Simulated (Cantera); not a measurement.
A freely propagating, adiabatic, planar premixed flame of 27.7 % H2, 15.2 % O2, 57.2 % N2, unburnt at 350 K and 0.100 bar; mixture-averaged transport, grid criteria slope 0.08 and curve 0.16, no radiation.

Detailed kinetics in Cantera: the H2/O2 subset of GRI-Mech 3.0, which has no nitrogen chemistry. Burning velocities carry a grid error of a few per cent, more on coarse grids.

x: mole fraction of selected species; z is measured from the peak of heat release.

| z (mm) | T (K) | u (m/s) | x H2 | x O2 | x HO2 | x H2O | x H | x H2O2 |
|---|---|---|---|---|---|---|---|---|
| -24.1 | 350 | 2.22 | 0.277 | 0.152 | <1e-8 | <1e-8 | <1e-8 | <1e-8 |
| -16.0 | 350 | 2.22 | 0.277 | 0.152 | <1e-8 | <1e-8 | <1e-8 | <1e-8 |
| -12.0 | 350 | 2.22 | 0.277 | 0.152 | <1e-8 | <1e-8 | <1e-8 | <1e-8 |
| -8.02 | 350 | 2.22 | 0.277 | 0.152 | <1e-8 | <1e-8 | <1e-8 | <1e-8 |
| -4.01 | 352 | 2.23 | 0.276 | 0.152 | 1.91e-5 | 2.58e-5 | 2.47e-6 | 7.23e-7 |
| -2.00 | 544 | 3.38 | 0.248 | 0.149 | 5.67e-5 | 0.0137 | 0.00431 | 2.16e-5 |
| 0 | 1010 | 6.06 | 0.130 | 0.108 | 1.51e-5 | 0.106 | 0.0457 | 4.95e-7 |
| 2.00 | (withheld) | 7.71 | (withheld) | (withheld) | (withheld) | 0.208 | (withheld) | (withheld) |
| 4.01 | 1424 | 8.39 | 0.0358 | 0.0412 | 4.16e-6 | 0.223 | 0.0619 | 6.36e-7 |
| 8.02 | 1561 | 9.12 | 0.0363 | 0.0377 | 3.15e-6 | 0.231 | 0.0497 | 3.99e-7 |
| 16.0 | 1708 | 9.87 | 0.0354 | 0.0342 | 2.36e-6 | 0.241 | 0.0371 | 2.09e-7 |
| 32.1 | 1857 | 10.6 | 0.0325 | 0.0305 | 1.73e-6 | 0.253 | 0.0256 | 1.09e-7 |
| 64.2 | 1997 | 11.3 | (withheld) | (withheld) | (withheld) | 0.266 | (withheld) | (withheld) |

Task: Complete the blanks.

Result: 
- 2.00, T (K): 1301
- 2.00, x H2: 0.0427
- 2.00, x O2: 0.0500
- 2.00, x HO2: 5.87e-6
- 2.00, x H: 0.0688
- 2.00, x H2O2: 7.56e-7
- 64.2, x H2: 0.0277
- 64.2, x O2: 0.0268
- 64.2, x HO2: 1.27e-6
- 64.2, x H: 0.0160
- 64.2, x H2O2: 6.27e-8
